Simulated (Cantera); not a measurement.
A perfectly stirred reactor is fed with CH3OH : O2 : N2 = 1 : 3.19 : 12 (molar parts), at 1.00 bar; it is adiabatic with a 450 K inlet, and is followed from long to short residence time, starting on the burning branch (τ in s: 0.24, 0.076, 0.024, 0.0075, 0.0023, 0.00073, 0.00023, 7.2e-05, 2.2e-05, 7e-06).

Cantera simulation using GRI-Mech 3.0 (53 species, 325 reactions); the numbers are that mechanism's predictions, not measurements. GRI-Mech 3.0 was tuned for natural gas; its chemistry of methanol as a main component is partial and can be far from experiment.

Q: What does this change do: pressure from 1.00 bar to 19.0 bar?

A: 
| quantity | before | after |
|---|---|---|
| blow-out, bracketed by the residence times tried | burning at 2.30 ms, out at 0.730 ms | burning at 2.30 ms, out at 0.730 ms |
| x(CH3OH) at τ = 0.240 s | 4.03e-6 | 1.33e-6 |
| x(O2) at τ = 0.240 s | 0.101 | 0.101 |
| x(NO) at τ = 0.240 s | 2.94e-6 | 1.32e-6 |
| x(HO2) at τ = 0.240 s | 2.48e-6 | 1.22e-6 |
| x(OH) at τ = 0.240 s | 0.000498 | 8.70e-5 |
| x(CH3OH) at τ = 0.730 ms | 0.0618 | 0.0618 |
| x(O2) at τ = 0.730 ms | 0.197 | 0.197 |
| x(NO) at τ = 0.730 ms | <1e-12 | <1e-12 |
| x(HO2) at τ = 0.730 ms | <1e-12 | <1e-12 |
| x(OH) at τ = 0.730 ms | <1e-12 | <1e-12 |
The pressure lies above the range GRI-Mech 3.0 was tuned for (to about 10 atm).
